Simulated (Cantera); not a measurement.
Input: 1 mol Si, a varied amount of CO2, 68 mol H2, at 1948 K and 10.0 Torr.

Cantera equilibrium calculation (NASA polynomials, part measured and part estimated; ideal gas, pure solids and liquids). Candidate condensed phases: C, C6H6, C7H8, C8H18, H2O, Si, SiC, SiO2; 123 gas species. Mutual solubility and eutectic melting of coexisting phases are not modelled. Gases not in the tables: Si2H6 and higher silanes. Equilibrium is a limit: real reactors are often held back by kinetics, nucleation or transport.

Q: At 0.068 mol CO2, list the 7 most abundant gas species with their mole fractions, and the condensed phases.

A: H2 0.986, H 0.00972, Si 0.00174, SiO 0.00159, CO 0.000392, SiH 0.000154, SiH2 7.73e-5. Condensed: Si(l) + SiC(s).
